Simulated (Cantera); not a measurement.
Feed: 1 mol B2O3, 0.27 mol N2, at 50000 Pa.

These are equilibrium values from Cantera (NASA tables, ideal gas, pure condensed phases), not measurements of a reactor. Candidate condensed phases: B, BN, B2O3; 17 gas species. Equilibrium is a limit: real reactors are often held back by kinetics, nucleation or transport.

Question: What share of the B ends up in condensed phases as a function of T (K), at 1700, 1750, 1800, 1850, 1900, 1950, 2000, 2050, 2100, 2150, 2200, 2250, 2300?

Answer: 
```json
[
 {"T (K)": "1700", "B condensed (%)": "100.0", "as": "B2O3(l)"},
 {"T (K)": "1750", "B condensed (%)": "99.9", "as": "B2O3(l)"},
 {"T (K)": "1800", "B condensed (%)": "99.8", "as": "B2O3(l)"},
 {"T (K)": "1850", "B condensed (%)": "99.6", "as": "B2O3(l)"},
 {"T (K)": "1900", "B condensed (%)": "99.3", "as": "B2O3(l)"},
 {"T (K)": "1950", "B condensed (%)": "98.7", "as": "B2O3(l)"},
 {"T (K)": "2000", "B condensed (%)": "97.6", "as": "B2O3(l)"},
 {"T (K)": "2050", "B condensed (%)": "95.5", "as": "B2O3(l)"},
 {"T (K)": "2100", "B condensed (%)": "91.6", "as": "B2O3(l)"},
 {"T (K)": "2150", "B condensed (%)": "82.9", "as": "B2O3(l)"},
 {"T (K)": "2200", "B condensed (%)": "56.4", "as": "B2O3(l)"},
 {"T (K)": "2250", "B condensed (%)": "0.0", "as": "-"},
 {"T (K)": "2300", "B condensed (%)": "0.0", "as": "-"}
]
```
